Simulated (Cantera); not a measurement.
Cantera run, input and output.

```python
import numpy as np
import cantera as ct

gas = ct.Solution("gri30.yaml")


def delay(T, t_max=10):
    gas.TPX = T, 1000000, {'H2': 1, 'O2': 0.538, 'N2': 3.17}
    reactor = ct.IdealGasConstPressureReactor(gas, clone=False)
    net = ct.ReactorNet([reactor])
    net.rtol, net.atol = 1e-8, 1e-16
    while net.time < t_max:
        t_old, T_old = net.time, reactor.T
        net.step()
        if reactor.T > T + 400:  # ignition: a rise of 400 K
            return t_old + (T + 400 - T_old) / (reactor.T - T_old) * (net.time - t_old)
    return np.nan


taus = []
for T in [1250, 1300, 1350, 1400, 1450, 1500, 1550, 1600, 1650, 1700]:
    taus.append(delay(T))
    print(f"T0 = {T:6g} K   tau = {taus[-1]:.4e} s")
```

Result:

```
T0 =   1250 K   tau = 1.4025e-05 s
T0 =   1300 K   tau = 6.5988e-06 s
T0 =   1350 K   tau = 4.2905e-06 s
T0 =   1400 K   tau = 3.1534e-06 s
T0 =   1450 K   tau = 2.4756e-06 s
T0 =   1500 K   tau = 2.0280e-06 s
T0 =   1550 K   tau = 1.7136e-06 s
T0 =   1600 K   tau = 1.4837e-06 s
T0 =   1650 K   tau = 1.3113e-06 s
T0 =   1700 K   tau = 1.1801e-06 s
```

Computed with Cantera and GRI-Mech 3.0 (53 species, 325 reactions). The hydrogen kinetics of GRI-Mech 3.0 are dated; newer H2 mechanisms differ, most at raised pressure. Where the delays flatten at high temperature, the 400 K rule measures the pace of heat release, not the induction time.
